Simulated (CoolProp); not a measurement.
Properties of acetone along the isobar 5530 kPa (Tc = 235.0 °C, pc = 4692 kPa, ω = 0.307).

Computed with CoolProp (reference Helmholtz-energy equation of state, Lemmon 2006). It is a short technical equation, of lower accuracy than the large ones.

| T (°C) | phase | cv (kJ/(kg K)) | isothermal compressibility (1/MPa) | expansivity (1/kK) |
|---|---|---|---|---|
| 116.65 | liquid | 1.730 | 0.003130 | 1.939 |
| 131.15 | liquid | (withheld) | 0.003799 | 2.112 |
| 145.75 | liquid | 1.797 | 0.004712 | (withheld) |
| 160.35 | liquid | 1.833 | (withheld) | 2.618 |
| 174.85 | liquid | 1.869 | 0.007899 | (withheld) |
| 189.45 | liquid | 1.909 | 0.01096 | (withheld) |
| 204.05 | liquid | 1.953 | 0.01649 | 4.480 |
| 218.55 | liquid | (withheld) | 0.02872 | 6.235 |
| 233.15 | liquid | 2.080 | (withheld) | 11.71 |
| 247.75 | supercritical | 2.326 | 1.405 | 92.41 |
| 262.25 | supercritical | 2.198 | 0.4671 | 17.16 |
| 276.85 | supercritical | 2.138 | 0.3463 | 9.881 |

Some entries are withheld; supply them.


- 131.15, cv (kJ/(kg K)): 1.763
- 145.75, expansivity (1/kK): 2.332
- 160.35, isothermal compressibility (1/MPa): 0.006000
- 174.85, expansivity (1/kK): 3.005
- 189.45, expansivity (1/kK): 3.571
- 218.55, cv (kJ/(kg K)): 2.004
- 233.15, isothermal compressibility (1/MPa): 0.07499
